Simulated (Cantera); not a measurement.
Input: 1 mol Fe(CO)5, 22 mol N2, equilibrated at 1600 K and 1200 Pa.

These are equilibrium values from Cantera (NASA tables, ideal gas, pure condensed phases), not measurements of a reactor. Candidate condensed phases: C, Fe, Fe(CO)5, FeO, Fe2O3, Fe3O4; 27 gas species. Kinetics and transport are ignored.

Base state: N2 0.815, CO 0.185, Fe 9.14e-5 (mole fractions); condensed: Fe(γ).

What changes in the equilibrium state with this change: Fe(CO)5 replaced by Pb?


| species | before | after |
|---|---|---|
| N2 | 0.815 | 0.957 |
| Pb | 0 | 0.0435 |
| CO | 0.185 | 0 |
| Fe | 9.14e-5 | 0 |
| Fe(γ), mol | 0.998 | 0 |
Further candidate phases: Pb.

What changes in the equilibrium state with this change: pressure from 1200 Pa to 23.0 Pa?


| species | before | after |
|---|---|---|
| N2 | 0.815 | 0.811 |
| CO | 0.185 | 0.184 |
| Fe | 9.14e-5 | 0.00477 |
| Fe(γ), mol | 0.998 | 0.871 |
